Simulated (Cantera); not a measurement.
## Hydrocarbon pyrolysis for carbon deposition

A perfectly stirred reactor is fed with C2H6 : N2 = 1 : 2 (molar parts), at 0.0540 bar; it is held at 1425 K, and followed from long to short residence time.

Model: GRI-Mech 3.0 (53 species, 325 reactions), integrated in Cantera. GRI-Mech 3.0 stops at C3 and has no aromatics, soot or wall deposition, so with more carbon than oxygen in the feed, carbon stays in small species such as C2H2 where larger ones or solid carbon would form.

```
τ (s)      x C2H6    x CH2     x CH3    x C2H   x C2H4
-------  --------  -------  --------  -------  -------
4.7      0.000241  1.63e-8  0.000151  3.20e-8  0.00424
1.7      0.000546  3.08e-8  0.000229  4.01e-8  0.00660
0.64      0.00122  5.60e-8  0.000343  4.83e-8   0.0114
0.24      0.00279  1.01e-7  0.000516  5.64e-8   0.0210
0.087     0.00670  1.84e-7  0.000793  6.22e-8   0.0394
0.032      0.0163  3.33e-7   0.00123  6.14e-8   0.0676
0.012      0.0391  5.87e-7   0.00190  5.01e-8   0.0977
0.0043     0.0920  9.58e-7   0.00286  3.00e-8    0.110
0.0016      0.175  1.26e-6   0.00371  1.34e-8   0.0857
0.00059     0.257  1.27e-6   0.00387  4.41e-9   0.0438
```
x: mole fraction; the columns are a selection and need not sum to one.
